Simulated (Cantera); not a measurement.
Input: 1 mol SiF₄, a varied amount of NH₃, 3.7 mol H₂, held at 3.98 Torr.

Cantera equilibrium calculation (NASA polynomials, part measured and part estimated; ideal gas, pure solids and liquids). Candidate condensed phases: Si, Si₃N₄; 37 gas species. The tables' values for SiF₂, SiF₃ are old estimates. The numbers say what is thermodynamically allowed, not how fast it happens.

Stable condensed phases, one row left out:

```
T in °C \ n(NH₃) in mol
         1.9 2.4 3.2 4.1 5.3   7 9.1  12  15  20
   1275    A   A   A   A   A   A   A   A   A   A
   1225    A   A   A   A   A   A   A   A   A   A
   1175    A   A   A   A   A   A   A   A   A   A
   1125    A   A   A   A   A   A   A   A   A   B
   1025    A   A   A   B   B   B   B   B   B   B
    975    B   B   B   B   B   B   B   B   B   B
    925    B   B   B   B   B   B   B   B   B   B
    875    B   B   B   B   B   B   B   B   B   B
    825    B   B   B   B   B   B   B   B   B   B
    775    B   B   B   B   B   B   B   B   B   B
    725    B   B   B   B   B   B   B   B   B   B
    675    B   B   B   B   B   B   B   B   B   B
    625    B   B   B   B   B   B   B   B   B   B
```

A: gas only; B: Si₃N₄.

**Question.** Give the row for 1075 °C.

**Answer.** 1.9: gas only; 2.4: gas only; 3.2: gas only; 4.1: gas only; 5.3: gas only; 7: gas only; 9.1: Si₃N₄; 12: Si₃N₄; 15: Si₃N₄; 20: Si₃N₄.
